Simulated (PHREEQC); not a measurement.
Dissolve 86 mmol/kgw HF, 2.9 mmol/kgw NH4HF2 and 2 mmol/kgw H4SiO4 at 25 °C. Closed to the air; pH follows from the charge balance.

All values are PHREEQC results (ion-association model, wateq4f.dat), not measurements.

```
quantity                   before    after
------------------------  -------  -------
pH                           2.14     2.26
ionic strength (mol/kgw)   0.0130   0.0150
HF (mol/kgw)               0.0555   0.0540
H2F2 (mol/kgw)            0.00805  0.00762
F- (mol/kgw)              0.00573  0.00746
HF2- (mol/kgw)            0.00122  0.00155
SI of Quartz (SiO2)         -6.79    -6.97
```

Name the change that produced these shifts.
A. NH4HF2 from 0.0029 to 0.00261 mol/kgw
B. diluted 5-fold with water
C. 0.018 mol/kgw NaH2PO4 added
D. H4SiO4 replaced by K2SiO3 at the same molality
E. 0.039 mol/kgw NH3 added

D, H4SiO4 replaced by K2SiO3 at the same molality

No solid was allowed to form. wateq4f.dat counts part of the HF as a dimer, H2F2, which phreeqc.dat doesn't know; its constant is uncertain. SiF6-2 is the database's only silicon fluoride.
